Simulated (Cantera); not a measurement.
# Reactions in the system C-O

Source: NASA polynomial tables (part measured, part estimated), evaluated in Cantera. Values are per mole of reaction as written; species without (g) are pure solids or liquids, kept so even where they would boil at 1 bar.

CO₂(g) ⇌ C + O₂(g)

| T (K) | ΔH° (kJ) | ΔS° (J/K) | ΔG° (kJ) | log10 K |
|---|---|---|---|---|
| 300 | 393.5 | -2.9 | 394.4 | -68.67 |
| 1173 | 395.0 | -0.9 | 396.0 | -17.64 |
| 1223 | 395.1 | -0.8 | 396.1 | -16.92 |
| 1273 | 395.2 | -0.7 | 396.1 | -16.25 |
| 1323 | 395.3 | -0.7 | 396.2 | -15.64 |
| 1373 | 395.4 | -0.6 | 396.2 | -15.07 |
| 1423 | 395.5 | -0.5 | 396.2 | -14.54 |
| 1473 | 395.6 | -0.4 | 396.2 | -14.05 |
| 1523 | 395.7 | -0.4 | 396.3 | -13.59 |
| 1573 | 395.8 | -0.3 | 396.3 | -13.16 |
| 1623 | 395.9 | -0.2 | 396.3 | -12.75 |
